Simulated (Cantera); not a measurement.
A Cantera script and what it prints.

```python
import numpy as np
import cantera as ct

gas_names = """
    AL ALCL ALCL2 ALCL3 ALN ALO ALOCL ALO2 AL2 AL2CL6 AL2O AL2O2 CL CLO CL2 N NO NO2 NO3 N2 N2O O O2 O3
""".split()
cond_names = """
    AL(cr) AL(L) ALCL3(s) ALCL3(L) ALN(s) AL2O3(a) AL2O3(L)
""".split()


# ... load() reads the species with a 1 bar reference pressure and builds the phases ...
atoms = {
    'AlCl3': {'AL': 1, 'CL': 3},
    'O2': {'O': 2},
    'N2': {'N': 2},
}
top_T = {'ALN(s)': 2750}  # K; cautious upper limits of use, not melting points


# ... equilibrate(T, P, feed) seeds the gas with the atoms and calls Mixture.equilibrate('TP', solver="vcs", rtol=1e-11, max_steps=5000) ...
results = []
feed = {'AlCl3': 1, 'O2': 0.5, 'N2': 1.3}  # mol
P = 64000  # Pa
for T in [773, 873, 973, 1073, 1173, 1273, 1373, 1473, 1573, 1673, 1773]:
    mix = equilibrate(T, P, feed)
    results.append((T, P, feed, dict(zip(mix.species_names, mix.species_moles))))

top = {s: max(r[3][s] / sum(r[3][g] for g in gas_names) for r in results) for s in gas_names}
cols = sorted((s for s in top if top[s] > 0.0001), key=lambda s: -top[s])[:5]
seen = [c for c in cond_names if any(r[3].get(c, 0) > 1e-12 for r in results)]
print("log10 of partial pressures in bar; condensed amounts in mol")
print(f"{'T/K':>10s}" + "".join(f"{s[:9]:>10s}" for s in cols + seen))
for T, P, feed, n in results:
    ng = sum(n[g] for g in gas_names)
    print(f"{T:10.4g}" + "".join(f"{np.log10(max(n[s] / ng * P / 1e5, 1e-99)):10.3f}" for s in cols)
          + "".join(f"{n.get(c, 0):10.4g}" for c in seen))
```

Output:

```
log10 of partial pressures in bar; condensed amounts in mol
       T/K        N2       CL2        CL     ALCL3    AL2CL6  AL2O3(a)
       773    -0.490    -0.604    -5.613    -1.294    -1.793    0.3333
       873    -0.498    -0.612    -4.659    -1.135    -2.389    0.3333
       973    -0.500    -0.614    -3.898    -1.101    -3.037    0.3333
      1073    -0.500    -0.615    -3.276    -1.094    -3.597    0.3333
      1173    -0.501    -0.616    -2.759    -1.093    -4.064    0.3333
      1273    -0.502    -0.620    -2.323    -1.093    -4.455    0.3333
      1373    -0.504    -0.628    -1.953    -1.095    -4.787    0.3333
      1473    -0.508    -0.644    -1.636    -1.099    -5.073    0.3332
      1573    -0.515    -0.672    -1.366    -1.105    -5.325    0.3329
      1673    -0.526    -0.718    -1.138    -1.113    -5.549    0.3317
      1773    -0.541    -0.789    -0.951    -1.120    -5.745     0.329
```

Method: chemical equilibrium by Gibbs-energy minimisation in Cantera with the NASA 1993 tables (ideal gas, pure condensed phases). Condensed phases not in the tables: AlOCl.
